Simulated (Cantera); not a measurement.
## Thermodynamics of silicon oxide and oxynitride deposition, feed SiH4 + H2O + H2 + NO

Charge: 1 mol SiH4, 0.15 mol H2O, a varied amount of H2, 16 mol NO, at 723 K and 5.33 Torr.

Method: chemical equilibrium by Gibbs-energy minimisation in Cantera with the NASA 1993 tables (ideal gas, pure condensed phases). Candidate condensed phases: H2O, Si, SiO2, Si2N2O, Si3N4; 35 gas species. Kinetics and transport are ignored.

From 4.9 mol H2 to 57 mol H2 the condensed part is SiO2(α-quartz).

| n(H2) (mol) | log p H2 | log p H2O | log p N2 | log p O2 | log p NH3 | log p NO | log p NO2 | n SiO2(α-quartz) |
|---|---|---|---|---|---|---|---|---|
| 4.9 | <-14 | -2.57 | -2.52 | -2.87 | <-14 | -8.63 | -9.83 | 1.00 |
| 9.2 | <-14 | -2.41 | -2.56 | -3.32 | <-14 | -8.88 | -10.31 | 1.00 |
| 14 | -3.23 | -2.38 | -2.63 | <-14 | -8.31 | <-14 | <-14 | 1.00 |
| 18 | -2.82 | -2.45 | -2.70 | <-14 | -7.73 | <-14 | <-14 | 1.00 |
| 22 | -2.66 | -2.51 | -2.75 | <-14 | -7.51 | <-14 | <-14 | 1.00 |
| 27 | -2.54 | -2.57 | -2.82 | <-14 | -7.38 | <-14 | <-14 | 1.00 |
| 31 | -2.48 | -2.61 | -2.86 | <-14 | -7.31 | <-14 | <-14 | 1.00 |
| 35 | -2.44 | -2.65 | -2.90 | <-14 | -7.27 | <-14 | <-14 | 1.00 |
| 40 | -2.40 | -2.70 | -2.95 | <-14 | -7.23 | <-14 | <-14 | 1.00 |
| 44 | -2.38 | -2.73 | -2.98 | <-14 | -7.21 | <-14 | <-14 | 1.00 |
| 48 | -2.36 | -2.76 | -3.01 | <-14 | -7.19 | <-14 | <-14 | 1.00 |
| 53 | -2.34 | -2.80 | -3.05 | <-14 | -7.18 | <-14 | <-14 | 1.00 |
| 57 | -2.32 | -2.83 | -3.07 | <-14 | -7.17 | <-14 | <-14 | 1.00 |
log p: log10 of the partial pressure in bar; n: condensed amount in mol.
